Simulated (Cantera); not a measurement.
Charge: 1 mol SiO2, 140 mol H2, equilibrated at 1625 K and 1.00 bar.

Method: chemical equilibrium by Gibbs-energy minimisation in Cantera with the NASA 1993 tables (ideal gas, pure condensed phases). Candidate condensed phases: H2O, Si, SiO2; 18 gas species. The tables hold silica as quartz up to 1696 K and as liquid above; real silica turns to tridymite and cristobalite and melts near 1996 K. Kinetics and transport are ignored.

Base state: H2 0.999, H2O 0.000219, SiO 0.000219, H 7.05e-5 (mole fractions); condensed: SiO2(β-quartz).

### Question
What changes in the equilibrium state with this change: temperature from 1625 K to 2173 K?

### Answer
```
species                before    after
-------------------  --------  -------
H2                      0.999    0.981
SiO                  0.000219  0.00707
H2O                  0.000219  0.00707
H                     7.05e-5  0.00478
SiO2(β-quartz), mol     0.969        0
```
